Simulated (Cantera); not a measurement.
Cantera run:

```python
import numpy as np
import cantera as ct

gas_names = """
    H HNO HNO2 HNO3 HO2 H2 H2O H2O2 N NH NH2 NH3 NH2OH NO NO2 NO3 N2 N2H2 N2H4 N2O O OH O2 O3 Si SiH
    SiH2 SiH3 SiH4 SiN SiO SiO2 Si2 Si2N Si3
""".split()
cond_names = """
    H2O(s) H2O(L) Si(cr) Si(L) SiO2(Lqz) SiO2(hqz) SiO2(L) Si2N2O(s) Si3N4(a)
""".split()


# ... load() reads the species with a 1 bar reference pressure and builds the phases ...
atoms = {
    'Si3N4': {'Si': 3, 'N': 4},
    'H2O': {'H': 2, 'O': 1},
    'H2': {'H': 2},
}
top_T = {'Si2N2O(s)': 2100, 'Si3N4(a)': 2400}  # K; cautious upper limits of use, not melting points


# ... equilibrate(T, P, feed) seeds the gas with the atoms and calls Mixture.equilibrate('TP', solver="vcs", rtol=1e-11, max_steps=5000) ...
results = []
T = 1750  # K
P = 60000  # Pa
for m in [0.17, 0.76, 1.4, 1.9, 2.5, 3.1, 3.7]:
    feed = {'Si3N4': 1, 'H2O': m, 'H2': 18}  # mol
    mix = equilibrate(T, P, feed)
    results.append((T, P, feed, dict(zip(mix.species_names, mix.species_moles))))
    x = sorted(zip(gas.X, gas.species_names), reverse=True)
    print(f"T = {T:g} K  P = {P:g} Pa  n(H2O) = {m:g} mol  gas = {mix.phase_moles(0):.4g} mol")
    print("   x: " + "  ".join(f"{s} {v:.3e}" for v, s in x if v > 0.001))
    print("   condensed (mol): " + ("  ".join(f"{mix.phase(i).name} {mix.phase_moles(i):.4g}"
          for i in range(1, mix.n_phases) if mix.phase_moles(i) > 1e-12) or "none"))
```

Result:

```
T = 1750 K  P = 60000 Pa  n(H2O) = 0.17 mol  gas = 18.29 mol
   x: H2 9.931e-01  N2 6.336e-03
   condensed (mol): Si(L) 0.08618  Si2N2O(s) 0.1656  Si3N4(a) 0.8593
T = 1750 K  P = 60000 Pa  n(H2O) = 0.76 mol  gas = 19.02 mol
   x: H2 9.861e-01  N2 1.339e-02
   condensed (mol): Si2N2O(s) 0.7564  Si3N4(a) 0.4944
T = 1750 K  P = 60000 Pa  n(H2O) = 1.4 mol  gas = 19.87 mol
   x: H2 9.760e-01  N2 2.354e-02
   condensed (mol): Si2N2O(s) 1.397  Si3N4(a) 0.06764
T = 1750 K  P = 60000 Pa  n(H2O) = 1.9 mol  gas = 20.65 mol
   x: H2 9.632e-01  N2 3.196e-02  SiO 4.187e-03
   condensed (mol): SiO2(L) 0.2336  Si2N2O(s) 1.34
T = 1750 K  P = 60000 Pa  n(H2O) = 2.5 mol  gas = 21.45 mol
   x: H2 9.554e-01  N2 4.004e-02  SiO 3.884e-03
   condensed (mol): SiO2(L) 0.6342  Si2N2O(s) 1.141
T = 1750 K  P = 60000 Pa  n(H2O) = 3.1 mol  gas = 22.24 mol
   x: H2 9.481e-01  N2 4.756e-02  SiO 3.667e-03
   condensed (mol): SiO2(L) 1.034  Si2N2O(s) 0.942
T = 1750 K  P = 60000 Pa  n(H2O) = 3.7 mol  gas = 23.04 mol
   x: H2 9.413e-01  N2 5.457e-02  SiO 3.503e-03
   condensed (mol): SiO2(L) 1.434  Si2N2O(s) 0.7425
```

Method: chemical equilibrium by Gibbs-energy minimisation in Cantera with the NASA 1993 tables (ideal gas, pure condensed phases). Mutual solubility and eutectic melting of coexisting phases are not modelled. The tables hold silica as quartz up to 1696 K and as liquid above; real silica turns to tridymite and cristobalite and melts near 1996 K. Gases not in the tables: Si2H6 and higher silanes.
